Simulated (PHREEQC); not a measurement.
A solution holds 2.4 mmol/kgw KH2PO4, 1.3 mmol/kgw HCl and 1 mmol/kgw H3AsO4, at 25 °C. Closed to the air; pH follows from the charge balance.

All values are PHREEQC results (ion-association model, wateq4f.dat), not measurements.

```json
[
 {"quantity": "pH", "before": "2.81", "after": "2.71"},
 {"quantity": "ionic strength (mol/kgw)", "before": "0.00405", "after": "0.00203"},
 {"quantity": "H2AsO4- (mol/kgw)", "before": "0.000776", "after": "0.000731"},
 {"quantity": "HAsO4-2 (mol/kgw)", "before": "4.25e-8", "after": "3.03e-8"}
]
```

Question: What was changed between the two runs?
A. KH2PO4 left out
B. diluted 10-fold with water
C. KH2PO4 replaced by K2SiO3 at the same molality
D. KH2PO4 from 0.0024 to 0.024 mol/kgw

Answer: A, KH2PO4 left out

This is a speciation only: nothing precipitates in the calculation. H3PO4, which wateq4f.dat lacks, is added to it with the constant of phreeqc.dat.
